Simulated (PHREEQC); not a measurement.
Make-up at 25 °C: 0.0031 mol HBr, 0.033 mol CuSO4 and 0.0036 mol KCl per kg of water. Closed to the air; pH follows from the charge balance.

All values are PHREEQC results (ion-association model, wateq4f.dat), not measurements.

No solid was allowed to form.

Order these S species by the share of S that they hold, largest first: CuSO4, KSO4-, HSO4-, SO4-2.

SO4-2 (57 %), CuSO4 (38 %), HSO4- (4.1 %), KSO4- (0.53 %)

Order these Cu species by the share of Cu that they hold, largest first: Cu+2, CuCl+, CuSO4.

Cu+2 (62 %), CuSO4 (38 %), CuCl+ (0.24 %)

The pH is 2.83 and the ionic strength 0.0850 mol/kgw. Species that the database lacks are ignored.
